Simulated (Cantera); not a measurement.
A freely propagating, adiabatic, planar premixed flame of 19.2 % CO, 6.16 % H2, 15.7 % O2, 58.9 % N2, equivalence ratio 0.81, unburnt at 398 K and 225 Torr; mixture-averaged transport, grid criteria slope 0.08 and curve 0.16, no radiation.

Computed with Cantera and GRI-Mech 3.0 (53 species, 325 reactions). Burning velocities carry a grid error of a few per cent, more on coarse grids.

### Question
Predict: laminar burning velocity; thermal thickness; peak x(OH).

### Answer
```json
{
 "laminar_burning_velocity": "108 cm/s",
 "thermal_thickness": "2.71 mm",
 "peak x(OH)": "0.00739"
}
```
